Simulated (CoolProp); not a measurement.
A single-stage vapour-compression cycle with R13: evaporating at 223.15 K (dew point), condensing at 287.15 K (bubble point), superheat 10 K, subcooling 0 K, compressor efficiency 0.65, no pressure losses. Each further row changes one setting.

Computed with CoolProp (reference Helmholtz-energy equation of state, Platzer 1990). This equation is an older, rougher fit; its heat capacities, sound speeds and derivatives of the liquid may be far off and weren't checked against measurements.

```csv
case,cooling COP,pressure ratio,discharge temperature (K),refrigerating effect (kJ/kg),volumetric capacity (kJ/m³)
as stated,1.25,6.62,337.1,66.0,1640
evaporating temperature 228.15 K,1.44,5.49,332.8,67.9,2020
condensing temperature 282.15 K,1.49,5.88,330.1,73.2,1820
subcooling 5 K,1.40,6.62,337.1,73.8,1830
superheat 20 K,1.29,6.62,348.6,72.3,1700
compressor efficiency 0.55,1.06,6.62,348.6,66.0,1640
```
